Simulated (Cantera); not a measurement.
An isothermal, constant-pressure homogeneous reactor starts with CH4 : CO2 = 1 : 0.39 (molar parts), at 2200 K and 25.0 bar. Integrator tolerance rtol = 1e-08.

Detailed kinetics in Cantera: GRI-Mech 3.0 (53 species, 325 reactions). GRI-Mech 3.0 stops at C3 and has no aromatics, soot or wall deposition, so with more carbon than oxygen in the feed, carbon stays in small species such as C2H2 where larger ones or solid carbon would form. The pressure lies above the range GRI-Mech 3.0 was tuned for (to about 10 atm).

What does this change do: temperature 2200 to 1475 K?


```csv
quantity,before,after
x(CH4) at 9.00 s,0.0185 (gas-phase equilibrium 0.0185),0.349 (gas-phase equilibrium 0.263)
x(CO2) at 9.00 s,2.69e-6 (gas-phase equilibrium 2.71e-6),0.0360 (gas-phase equilibrium 9.88e-5)
x(H2) at 9.00 s,0.591 (gas-phase equilibrium 0.591),0.225 (gas-phase equilibrium 0.373)
x(CH3) at 9.00 s,0.000519 (gas-phase equilibrium 0.000519),3.88e-5 (gas-phase equilibrium 2.27e-5)
x(C2H6) at 9.00 s,1.24e-5 (gas-phase equilibrium 1.24e-5),0.00166 (gas-phase equilibrium 0.000569)
x(OH) at 9.00 s,6.00e-9 (gas-phase equilibrium 6.07e-9),1.06e-8 (gas-phase equilibrium 2.88e-11)
x(HCO) at 9.00 s,1.47e-6 (gas-phase equilibrium 1.47e-6),1.51e-8 (gas-phase equilibrium 2.53e-8)
```
